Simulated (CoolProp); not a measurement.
Vapour pressure (bar) of CH2F2 (R32): the reference equation beside estimates from Tc = 351.3 K, pc = 57.83 bar, ω = 0.277.

Computed with CoolProp (reference Helmholtz-energy equation of state, Tillner-Roth 1997).

```csv
T (K),reference,van der Waals,Redlich-Kwong,Soave-Redlich-Kwong
209.1,0.5159,4.799,1.090,0.4944
213.4,0.6586,?,1.348,0.6354
217.7,?,6.042,1.651,?
222.1,1.045,6.755,2.012,1.020
226.4,1.293,7.504,2.418,1.268
230.8,1.593,8.326,?,1.570
235.1,1.937,9.186,3.423,1.917
239.4,2.336,10.10,4.020,2.322
243.8,2.809,11.10,4.705,2.803
248.1,3.339,12.13,?,3.343
252.5,3.959,13.26,6.303,3.976
256.8,4.647,14.42,7.221,4.680
261.1,5.423,15.64,8.230,5.476
265.5,6.316,16.96,9.363,6.392
```

Complete the blanks.


- 213.4, van der Waals: 5.397
- 217.7, reference: 0.8317
- 217.7, Soave-Redlich-Kwong: 0.8072
- 230.8, Redlich-Kwong: 2.894
- 248.1, Redlich-Kwong: 5.453

Absolute difference from the reference over all 14 rows, mean and median: van der Waals 406.6 and 353.3 %, Redlich-Kwong 76.4 and 74.4 %, Soave-Redlich-Kwong 1.5 and 1.1 %.
